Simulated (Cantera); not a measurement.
Mixture: 13.7 % CH4, 1.79 % C2H6, 17.7 % O2, 66.8 % N2, equivalence ratio 1.9, at 1200000 Pa, adiabatic and at constant volume. Ignition delay is the time to a rise of 400 K.

Model: GRI-Mech 3.0 (53 species, 325 reactions), integrated in Cantera. The pressure lies above the range GRI-Mech 3.0 was tuned for (to about 10 atm).

### Question
At T0 = 1675 K, what is the delay, and which 8 reactions control it most (d ln τ / d ln k, from doubling and halving each rate constant)?

### Answer
The delay is 11.5 µs.
| reaction | d ln τ / d ln k | faster rate |
|---|---|---|
| H + O2 <=> O + OH | -0.38 | shortens it |
| CH3 + HO2 <=> CH3O + OH | -0.30 | shortens it |
| CH4 + H <=> CH3 + H2 | 0.26 | lengthens it |
| CH3 + O2 <=> CH3O + O | -0.19 | shortens it |
| C2H5 + O2 <=> C2H4 + HO2 | -0.18 | shortens it |
| CH4 + OH <=> CH3 + H2O | 0.16 | lengthens it |
| CH3O + O2 <=> CH2O + HO2 | -0.15 | shortens it |
| CH2O + H (+M) <=> CH3O (+M) | 0.13 | lengthens it |
